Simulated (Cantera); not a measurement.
A perfectly stirred reactor is fed with 1.69 % H2, 76.8 % O2, 21.5 % N2, at 1400 Pa; it is held at 925 K, and followed from long to short residence time.

Computed with Cantera and GRI-Mech 3.0 (53 species, 325 reactions). Radical loss at walls, strong at low pressure, is not modelled. Below about 950 K walls govern HO2 and H2O2 in real vessels.

### Question
Predict: x(H2) at τ = 0.990 s; x(O2) at τ = 0.990 s; x(NO) at τ = 0.990 s; x(H2O2) at τ = 0.990 s; x(N2O) at τ = 0.990 s; x(H2) at τ = 34.0 ms; x(O2) at τ = 34.0 ms; x(NO) at τ = 34.0 ms; x(H2O2) at τ = 34.0 ms.

### Answer
| Property | Result |
|---|---|
| x(H2) at τ = 0.990 s | 0.000436 |
| x(O2) at τ = 0.990 s | 0.766 |
| x(NO) at τ = 0.990 s | 1.15e-9 |
| x(H2O2) at τ = 0.990 s | 5.59e-8 |
| x(N2O) at τ = 0.990 s | 1.36e-9 |
| x(H2) at τ = 34.0 ms | 0.00273 |
| x(O2) at τ = 34.0 ms | 0.763 |
| x(NO) at τ = 34.0 ms | 3.24e-9 |
| x(H2O2) at τ = 34.0 ms | 1.31e-7 |
